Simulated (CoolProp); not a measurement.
C2F6 (R116) along the isotherm 22.15 °C: Z from the reference equation and from simpler models built on Tc = 19.9 °C, pc = 30.48 bar, ω = 0.257; each cubic takes its own stable root.

The numbers come from the reference Helmholtz-energy equation of state, Lemmon 2006 in CoolProp. It is a short technical equation, of lower accuracy than the large ones.

```csv
p (bar),phase,reference,van der Waals,Redlich-Kwong,Soave-Redlich-Kwong,Peng-Robinson
0.482,gas,0.9949,0.9954,0.9947,0.9947,0.9941
0.99,gas,0.9894,0.9905,0.9891,0.9891,0.9879
2.03,gas,0.9781,0.9803,0.9775,0.9776,0.9750
4.17,gas,0.9541,0.9587,0.9530,0.9532,0.9481
8.57,gas,0.9017,0.9116,0.9000,0.9004,0.8901
17.6,gas,0.7753,0.7980,0.7747,0.7759,0.7558
36.1,supercritical,0.2272,0.3127,0.2698,0.2738,0.2493
74.2,supercritical,0.3730,0.5005,0.4058,0.4071,0.3663
152,supercritical,0.6805,0.8995,0.7056,0.7067,0.6350
```
